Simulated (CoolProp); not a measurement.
Properties of n-undecane at several states (Tc = 365.7 °C, pc = 19.90 bar, ω = 0.539).

Model: reference Helmholtz-energy equation of state, Aleksandrov 2011, in CoolProp. It is a short technical equation, of lower accuracy than the large ones.

| T (°C) | p (bar) | phase | Z | Joule-Thomson coefficient (K/MPa) | isothermal compressibility (1/MPa) | expansivity (1/kK) |
|---|---|---|---|---|---|---|
| 30.45 | 0.624 | liquid | 0.005276 | -0.4185 | ___ | ___ |
| -1.45 | 7.8 | liquid | 0.07127 | -0.4475 | 0.0008593 | 1.018 |
| 6.45 | 0.348 | liquid | 0.003117 | ___ | 0.0009144 | 1.025 |
| 204.85 | 0.341 | gas | 0.9796 | ___ | 29.95 | 2.274 |

### Question
Fill in the missing entries.

### Answer

- 30.45, isothermal compressibility (1/MPa): 0.001082
- 30.45, expansivity (1/kK): 1.040
- 6.45, Joule-Thomson coefficient (K/MPa): -0.4404
- 204.85, Joule-Thomson coefficient (K/MPa): 26.03
